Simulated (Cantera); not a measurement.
A Cantera script and what it prints.

```python
import numpy as np
import cantera as ct

gas_names = """
    CL CL2 H HCL H2 Si SiCL SiCL2 SiCL3 SiCL4 SiH SiHCL3 SiH2 SiH2CL2 SiH3 SiH3CL SiH4 Si2 Si3
""".split()
cond_names = """
    Si(cr) Si(L)
""".split()


def load(file, names, dense=False):
    # The tables refer to 1 bar. Condensed volumes are neglected.
    table = {s.name: s for s in ct.Species.list_from_file(file)}
    out = []
    for n in names:
        d = dict(table[n].input_data)
        d["thermo"] = dict(d["thermo"], **{"reference-pressure": 1e5})
        if dense:
            d["equation-of-state"] = {"model": "constant-volume", "density": "1e6 g/cm^3"}
        out.append(ct.Species.from_dict(d))
    return out


gas = ct.Solution(thermo="ideal-gas", species=load("nasa_gas.yaml", gas_names))
cond = {s.name: ct.Solution(thermo="fixed-stoichiometry", species=[s], name=s.name)
        for s in load("nasa_condensed.yaml", cond_names, dense=True)}
atoms = {
    'SiCl4': {'Si': 1, 'CL': 4},
    'H2': {'H': 2},
    'Cl2': {'CL': 2},
}
top_T = {}  # K; cautious upper limits of use, not melting points


def equilibrate(T, P, feed):
    n = {}
    for name, mol in feed.items():
        for a, k in atoms[name].items():
            n[a] = n.get(a, 0.0) + k * mol
    gas.TPX = T, P, n
    mass = sum(n.values()) * gas.mean_molecular_weight
    gas.equilibrate("TP")
    valid = [c for c in cond.values() if c.min_temp <= T <= top_T.get(c.name, c.max_temp)]
    mix = ct.Mixture([(gas, mass / gas.mean_molecular_weight)] + [(c, 0.0) for c in valid])
    mix.T, mix.P = T, P
    mix.equilibrate("TP", solver="vcs", rtol=1e-11, max_steps=5000)
    return mix


results = []
feed = {'SiCl4': 1, 'H2': 0.46, 'Cl2': 2.8}  # mol
T = 900  # K
P = 700000  # Pa
mix = equilibrate(T, P, feed)
results.append((T, P, feed, dict(zip(mix.species_names, mix.species_moles))))
print(gas.report(threshold=1e-05))
for i in range(1, mix.n_phases):
    print(f"{mix.phase(i).name:16s} {mix.phase_moles(i):12.5e} mol")
```

Output:

```
       temperature   900 K
          pressure   7e+05 Pa
           density   8.1101 kg/m^3
  mean mol. weight   86.697 kg/kmol
   phase of matter   gas

                          1 kg             1 kmol
                     ---------------   ---------------
          enthalpy       -1.6766e+06       -1.4536e+08  J
   internal energy       -1.7629e+06       -1.5284e+08  J
           entropy            3316.4        2.8752e+05  J/K
    Gibbs function       -4.6614e+06       -4.0413e+08  J
 heat capacity c_p            599.22             51950  J/K
 heat capacity c_v            503.32             43636  J/K

                      mass frac. Y      mole frac. X     chem. pot. / RT
                     ---------------   ---------------   ---------------
                CL        8.4681e-06         2.071e-05           -13.674
               CL2            0.4492           0.54928           -27.348
               HCL          0.090816           0.21596           -35.941
             SiCL4           0.45998           0.23474           -133.01
     [  +15 minor]          3.39e-12        2.3854e-12

Si(cr)            0.00000e+00 mol
```

Cantera equilibrium calculation (NASA polynomials, part measured and part estimated; ideal gas, pure solids and liquids).
